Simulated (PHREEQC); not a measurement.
Solution (25 °C): 0.0095 mol/kgw FeSO4, 0.0054 mol/kgw ZnCl2, 0.00031 mol/kgw NaF and 0.017 mol/kgw NaCl. Closed to the air; pH follows from the charge balance.

Computed with PHREEQC (ion-association model, wateq4f.dat).

Problem. The ionic strength comes out as 0.0586 mol/kgw. What activity coefficients do Zn(SO4)2-2, ZnCl+, FeF+, SO4-2, ZnF+ get?

Solution. Zn(SO4)2-2 0.43, ZnCl+ 0.81, FeF+ 0.81, SO4-2 0.44, ZnF+ 0.81.

This is a speciation only: nothing precipitates in the calculation. Fluoro complexes past AlF4- and FeF3 are missing from the database.
